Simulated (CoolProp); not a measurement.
Acetone along the isotherm 375.6 K: fugacity coefficient from the reference equation and from simpler models built on Tc = 508.1 K, pc = 4692 kPa, ω = 0.307; each cubic takes its own stable root.

The numbers come from the reference Helmholtz-energy equation of state, Lemmon 2006 in CoolProp. It is a short technical equation, of lower accuracy than the large ones.

```json
[
 {"p (kPa)": "5210", "phase": "liquid", "reference": "0.07739"},
 {"p (kPa)": "10400", "phase": "liquid", "reference": "0.04446"},
 {"p (kPa)": "15600", "phase": "liquid", "reference": "0.03395"},
 {"p (kPa)": "20900", "phase": "liquid", "reference": "0.02905"},
 {"p (kPa)": "26100", "phase": "liquid", "reference": "0.02657"},
 {"p (kPa)": "31300", "phase": "liquid", "reference": "0.02527"},
 {"p (kPa)": "36500", "phase": "liquid", "reference": "0.02469"},
 {"p (kPa)": "41700", "phase": "liquid", "reference": "0.02460"},
 {"p (kPa)": "46900", "phase": "liquid", "reference": "0.02488"}
]
```

Question: How far does each simpler model (van der Waals, Soave-Redlich-Kwong, Peng-Robinson) lie from the reference over these 9 states: mean and median of the absolute difference, and the worst?

Answer: 
- van der Waals: mean 408.1 %, median 394.2 %, worst +640.0 % at 375.6 K and 46900 kPa
- Soave-Redlich-Kwong: mean 24.7 %, median 24.5 %, worst +41.9 % at 375.6 K and 46900 kPa
- Peng-Robinson: mean 11.8 %, median 11.8 %, worst +18.9 % at 375.6 K and 46900 kPa
